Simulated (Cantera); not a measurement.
An isothermal, constant-pressure homogeneous reactor starts with H2 : O2 : N2 = 0.071 : 1 : 1.8 (molar parts), equivalence ratio 0.035, at 1275 K and 1330 Pa.

Detailed kinetics in Cantera: GRI-Mech 3.0 (53 species, 325 reactions). Radical loss at walls, strong at low pressure, is not modelled.

x: mole fraction; the columns are a selection and need not sum to one.

```csv
t (s),x H2,x O2,x NO,x N2O,x H2O
8.00e-5,0.0247,0.348,<1e-12,<1e-12,1.86e-10
0.000220,0.0247,0.348,<1e-12,<1e-12,2.82e-9
0.000606,0.0247,0.348,<1e-12,<1e-12,4.94e-8
0.00167,0.0247,0.348,<1e-12,<1e-12,[?]
0.00459,0.00357,0.333,5.51e-9,6.31e-10,0.0169
0.0126,0.000504,0.329,9.22e-8,5.76e-9,0.0213
0.0348,0.000437,0.331,2.76e-7,8.06e-9,0.0219
0.0959,0.000301,0.334,5.37e-7,9.29e-9,0.0230
0.264,0.000127,0.337,7.04e-7,1.20e-8,0.0241
0.727,[?],0.339,7.44e-7,[?],0.0247
2.00,5.07e-6,0.340,7.53e-7,1.96e-8,0.0249
```

Task: Fill in the missing entries.

Result: 
- 0.00167, x H2O: 4.63e-6
- 0.727, x H2: 2.96e-5
- 0.727, x N2O: 1.62e-8
